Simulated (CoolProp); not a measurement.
Cyclopropane along the isotherm 347.9 K: Z from the reference equation and from simpler models built on Tc = 398.7 K, pc = 5.605 MPa, ω = 0.131; each cubic takes its own stable root.

Values from CoolProp's reference Helmholtz-energy equation of state, Polt 1992. This equation is an older, rougher fit; its heat capacities, sound speeds and derivatives of the liquid may be far off and weren't checked against measurements.

```
p (MPa)   phase  reference
-------  ------  ---------
2           gas     0.7654
4        liquid     0.1081
6        liquid     0.1596
8        liquid     0.2098
10       liquid     0.2590
12       liquid     0.3074
14       liquid     0.3550
16       liquid     0.4020
18       liquid     0.4484
20       liquid     0.4942
22       liquid     0.5396
24       liquid     0.5845
26       liquid     0.6290
28       liquid     0.6731
```

Problem. How far does each simpler model (van der Waals, Redlich-Kwong, Soave-Redlich-Kwong, Peng-Robinson) lie from the reference over these 14 states: mean and median of the absolute difference, and the worst?

Solution. 
- van der Waals: mean 45.1 %, median 46.1 %, worst +58.6 % at 347.9 K and 4 MPa
- Redlich-Kwong: mean 9.6 %, median 9.2 %, worst +15.3 % at 347.9 K and 4 MPa
- Soave-Redlich-Kwong: mean 8.2 %, median 8.0 %, worst +12.6 % at 347.9 K and 4 MPa
- Peng-Robinson: mean 3.1 %, median 3.5 %, worst -4.9 % at 347.9 K and 28 MPa
